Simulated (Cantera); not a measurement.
A closed system holds: 1 mol SiCl4, 0.053 mol O2, equilibrated at 1398 K and 0.530 bar.

These are equilibrium values from Cantera (NASA tables, ideal gas, pure condensed phases), not measurements of a reactor. Candidate condensed phases: Si, SiO2; 15 gas species. The tables' values for SiCl3 are old estimates; treat these amounts as uncertain. The tables hold silica as quartz up to 1696 K and as liquid above; real silica turns to tridymite and cristobalite and melts near 1996 K. Equilibrium is a limit: real reactors are often held back by kinetics, nucleation or transport.

Base state: SiCl4 0.894, Cl2 0.0942, Cl 0.0118, SiCl3 2.58e-5 (mole fractions); condensed: SiO2(β-quartz).

Question: What changes in the equilibrium state with this change: pressure from 0.530 bar to 0.00430 bar?

Answer: 
| species | before | after |
|---|---|---|
| SiCl4 | 0.894 | 0.856 |
| Cl | 0.0118 | 0.0944 |
| Cl2 | 0.0942 | 0.0489 |
| SiCl3 | 2.58e-5 | 0.000381 |
| SiO2(β-quartz), mol | 0.0530 | 0.0530 |
